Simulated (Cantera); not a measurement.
# CaO + F2 (oxide etching and cleaning by halides)

Charge: 1 mol CaO, 0.91 mol F2, held at 1225 K and 0.133 bar.

Method: chemical equilibrium by Gibbs-energy minimisation in Cantera with the NASA 1993 tables (ideal gas, pure condensed phases). Candidate condensed phases: Ca, CaF2, CaO; 13 gas species. Mutual solubility and eutectic melting of coexisting phases are not modelled. Equilibrium is a limit: real reactors are often held back by kinetics, nucleation or transport.

```
Quantity                              Result
--------------------------------  ----------
x(O2)                                   1.00
n(CaF2(s))                         0.910 mol
n(CaO(s))                         0.0900 mol
gas amount                        0.4550 mol
log10 activity of Ca(l) (absent)      -21.13
```
